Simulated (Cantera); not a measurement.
**Diamond growth**

A diamond (100) surface in a fixed gas of H2 with x(CH4) = 0.005, x(H) = 0.037, x(CH3) = 0.00096, at 1200 K; coverages are run to steady state.

Cantera simulation using the Harris–Goodwin 1993 mechanism for the reconstructed diamond (100) surface; the numbers are that mechanism's predictions, not measurements.

| P (Pa) | growth (µm/h) | θ c6HH | θ c6H* | θ c6*H | θ c6** | θ c6HM |
|---|---|---|---|---|---|---|
| 330 | 0.745 | 0.437 | 0.0384 | 0.492 | 0.0308 | 0.00105 |
| 610 | 1.96 | 0.436 | 0.0384 | 0.491 | 0.0308 | 0.00171 |
| 1100 | 4.89 | 0.436 | 0.0384 | 0.490 | 0.0308 | 0.00256 |
| 2100 | 12.6 | 0.435 | 0.0384 | 0.489 | 0.0307 | 0.00363 |
| 3900 | 28.8 | 0.434 | 0.0385 | 0.489 | 0.0307 | 0.00460 |
| 7400 | 63.2 | 0.434 | 0.0387 | 0.488 | 0.0307 | 0.00540 |
| 14000 | 131 | 0.433 | 0.0392 | 0.486 | 0.0308 | 0.00595 |
| 26000 | 256 | 0.433 | 0.0401 | 0.485 | 0.0310 | 0.00631 |
θ: site fractions in the mechanism's names (c6HH fully hydrogenated, c6H* and c6*H radical sites, c6** diradical, c6HM methylated).
